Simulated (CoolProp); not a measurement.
Properties of n-perfluorobutane at several states.

Values from CoolProp's reference Helmholtz-energy equation of state, Gao 2022.

```csv
T (K),p (bar),phase,cv (kJ/(kg K)),Joule-Thomson coefficient (K/MPa),isothermal compressibility (1/MPa),expansivity (1/kK)
221.9,0.364,liquid,0.7957,-0.3090,0.001874,1.933
348.4,2.73,gas,0.8824,9.814,3.897,3.492
259.8,0.105,gas,0.7760,18.66,95.76,3.917
```
